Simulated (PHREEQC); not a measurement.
Consider water at 25 °C with 4.4 mmol/kgw Fe2(SO4)3. Closed to the air; pH follows from the charge balance.

Model: ion-association model, wateq4f.dat, run in PHREEQC.

The pH comes out as 2.88. The ionic strength comes out as 0.0217 mol/kgw. The total alkalinity is -17.6 meq/kg.

```csv
species,molality,activity,log γ
FeSO4+,0.00610,0.00530,-0.060
SO4-2,0.00571,0.00327,-0.243
H+,0.00150,0.00133,-0.052
FeOH+2,0.00126,0.000720,-0.242
HSO4-,0.000486,0.000422,-0.062
Fe+3,0.000438,0.000148,-0.471
Fe(SO4)2-,0.000437,0.000379,-0.062
Fe(OH)2+,0.000206,0.000179,-0.060
Fe2(OH)2+4,0.000138,1.40e-5,-0.994
FeHSO4+2,3.34e-5,1.89e-5,-0.249
```

No solid was allowed to form. Saturation is exceeded, for instance for Hematite (slow to form), Goethite (slow to form); the values hold only as long as no solid forms.
